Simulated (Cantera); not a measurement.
Feed: 1 mol AlCl₃, 1.8 mol HCl, 2.9 mol N₂, 0.99 mol H₂O, at 0.133 bar.

Equilibrium computed with Cantera from the NASA thermochemical tables; the gas is ideal and each condensed phase is pure. Candidate condensed phases: Al, AlCl₃, AlN, Al₂O₃, H₂O, NH₄Cl; 45 gas species. The tables' values for AlCl₂ are old estimates; treat these amounts as uncertain. Condensed phases not in the tables: AlOCl. The numbers say what is thermodynamically allowed, not how fast it happens.

x: gas mole fraction; n: condensed amount in mol.

| T (K) | x HCl | x N₂ | x AlCl₃ | x Cl | x H₂ | x AlCl₂ | x Al₂Cl₆ | n Al₂O₃(s) |
|---|---|---|---|---|---|---|---|---|
| 775 | 0.539 | 0.414 | 0.0453 | 4.64e-9 | … | <1e-12 | 0.00162 | 0.330 |
| 875 | 0.539 | 0.413 | 0.0480 | 9.42e-8 | … | 3.19e-12 | 0.000225 | 0.330 |
| 975 | 0.538 | 0.413 | 0.0483 | 1.01e-6 | … | 1.20e-10 | 4.42e-5 | 0.330 |
| 1075 | 0.538 | 0.413 | 0.0484 | 6.76e-6 | … | 2.36e-9 | 1.19e-5 | 0.330 |
| 1175 | 0.538 | 0.413 | 0.0484 | 3.13e-5 | … | 2.91e-8 | 4.06e-6 | 0.330 |
| 1275 | 0.538 | 0.413 | 0.0485 | 0.000110 | … | 2.51e-7 | 1.66e-6 | 0.330 |
| 1375 | 0.538 | 0.413 | 0.0485 | 0.000312 | … | 1.62e-6 | 7.84e-7 | 0.330 |
| 1475 | 0.537 | 0.413 | 0.0485 | 0.000764 | … | 8.19e-6 | 4.14e-7 | 0.330 |
| 1575 | 0.536 | 0.413 | 0.0485 | 0.00166 | … | 3.38e-5 | 2.39e-7 | 0.329 |
| 1675 | 0.533 | 0.412 | 0.0485 | 0.00328 | … | 0.000118 | 1.48e-7 | 0.329 |
| 1775 | 0.530 | 0.412 | 0.0484 | 0.00603 | … | 0.000354 | 9.69e-8 | 0.328 |
| 1875 | 0.524 | 0.411 | 0.0478 | 0.0104 | … | 0.000934 | 6.56e-8 | 0.328 |
| 1975 | 0.516 | 0.409 | 0.0464 | 0.0171 | … | 0.00218 | 4.47e-8 | 0.327 |

Problem. Some entries are withheld; supply them.

Solution. 
- 775, x H₂: 1.11e-7
- 875, x H₂: 6.04e-7
- 975, x H₂: 2.46e-6
- 1075, x H₂: 8.38e-6
- 1175, x H₂: 2.55e-5
- 1275, x H₂: 7.10e-5
- 1375, x H₂: 0.000179
- 1475, x H₂: 0.000410
- 1575, x H₂: 0.000852
- 1675, x H₂: 0.00163
- 1775, x H₂: 0.00287
- 1875, x H₂: 0.00470
- 1975, x H₂: 0.00717
